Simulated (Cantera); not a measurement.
Thermodynamics of iron carbonyl, mercury and lead vapours, feed Pb + CO + H2

Charge: 1 mol Pb, 0.042 mol CO, 27 mol H2, at 4.00 bar.

Cantera equilibrium calculation (NASA polynomials, part measured and part estimated; ideal gas, pure solids and liquids). Candidate condensed phases: C, C6H6, C7H8, C8H18, H2O, Pb, PbO, PbO2, Pb3O4; 113 gas species. Equilibrium is a limit: real reactors are often held back by kinetics, nucleation or transport.

From 950 K to 1550 K the condensed part is Pb(l). The main Pb-bearing gas is Pb throughout.

```csv
T (K),x H2,x Pb,x CH4,x H2O,x CO,x H,x Pb2,x CO2,n Pb(l)
950,0.997,1.26e-6,0.00156,0.00156,9.77e-7,2.78e-10,1.80e-12,2.73e-9,1.000
1000,0.997,4.05e-6,0.00155,0.00155,4.04e-6,1.13e-9,1.28e-11,9.03e-9,1.000
1050,0.997,1.16e-5,0.00154,0.00154,1.45e-5,4.05e-9,7.45e-11,2.64e-8,1.000
1100,0.997,3.03e-5,0.00151,0.00151,4.50e-5,1.29e-8,3.69e-10,6.73e-8,0.999
1150,0.997,7.24e-5,0.00144,0.00144,0.000119,3.72e-8,1.58e-9,1.44e-7,0.998
1200,0.997,0.000161,0.00130,0.00130,0.000259,9.85e-8,5.99e-9,2.45e-7,0.996
1250,0.997,0.000334,0.00110,0.00110,0.000458,2.41e-7,2.03e-8,3.22e-7,0.991
1300,0.997,0.000656,0.000877,0.000877,0.000677,5.52e-7,6.25e-8,3.38e-7,0.982
1350,0.997,0.00122,0.000677,0.000677,0.000876,1.19e-6,1.76e-7,3.03e-7,0.967
1400,0.996,0.00218,0.000514,0.000513,0.00104,2.43e-6,4.60e-7,2.46e-7,0.941
1450,0.994,0.00372,0.000388,0.000388,0.00116,4.72e-6,1.12e-6,1.90e-7,0.899
1500,0.992,0.00614,0.000294,0.000294,0.00125,8.77e-6,2.57e-6,1.43e-7,0.833
1550,0.988,0.00979,0.000224,0.000224,0.00131,1.57e-5,5.58e-6,1.06e-7,0.733
```
x: gas mole fraction; n: condensed amount in mol.
